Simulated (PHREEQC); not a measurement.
Make-up at 25 °C: 0.028 mol/kgw MnSO4, 0.013 mol/kgw LiCl and 0.0035 mol/kgw NaF. Closed to the air; pH follows from the charge balance.

All values are PHREEQC results (ion-association model, wateq4f.dat), not measurements.

No solid was allowed to form.

### Question
Estimate the pH, ionic strength.

### Answer
pH 6.68; ionic strength 0.0894 mol/kgw.

### Question
In which forms is S present?

### Answer
SO4-2 65 %, MnSO4 33 %, LiSO4- 1.4 % of the S.

Species that the database lacks are ignored.
